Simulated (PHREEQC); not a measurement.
Consider water at 25 °C with 4.3 mmol/kgw HF and 0.29 mmol/kgw NaF. Closed to the air; pH follows from the charge balance.

Computed with PHREEQC (ion-association model, phreeqc.dat).

Each row changes one thing in this solution. No solid was allowed to form.

```
case                                 pH  ionic strength (mol/kgw)  HF (mol/kgw)  F- (mol/kgw)  HF2- (mol/kgw)  NaF (mol/kgw)
---------------------------------  ----  ------------------------  ------------  ------------  --------------  -------------
as made                            2.89                   0.00162       0.00295       0.00161         1.82e-5        2.45e-7
diluted 100-fold with water        4.40                   4.33e-5       2.58e-6       4.33e-5        4.30e-10       7.12e-11
HF from 0.0043 to 0.00387 mol/kgw  2.92                   0.00154       0.00261       0.00152         1.52e-5        2.32e-7
temperature from 25 to 80 °C       3.12                   0.00109       0.00349       0.00107         1.60e-5        1.64e-7
diluted 5-fold with water          3.33                  0.000543      0.000374      0.000542         7.79e-7        1.72e-8
```

At this temperature some constants are extrapolated from 25 °C, and those without enthalpy data are left unchanged.
